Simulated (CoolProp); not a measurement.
Vapour-liquid equilibrium of methanol (1) + benzene (2) at 0.554 MPa; x and y are mole fractions of (1).

The numbers come from the multi-fluid Helmholtz-energy mixture model, de Reuck 1993 and Thol 2012; pair parameters Bell 2016 in CoolProp.

```tsv
x	bubble temperature, mixture model (°C)	bubble temperature, Raoult's law (°C)	y, mixture model	y, Raoult's law
0.05	134.6	144.4	0.241	0.110
0.2	119.5	136.8	0.499	0.363
0.35	115.1	131.0	0.579	0.546
0.5	113.4	126.2	0.628	0.686
0.65	112.5	122.2	0.685	0.800
0.8	112.5	118.8	0.777	0.895
0.95	114.0	115.8	0.931	0.976
```

The largest gap from Raoult's law is -17.3 K in bubble temperature, at x = 0.2. y crosses x between x = 0.65 and 0.8: the model has an azeotrope there.

Pair parameters are fitted to limited data, so mixtures are less certain than the pure fluids.
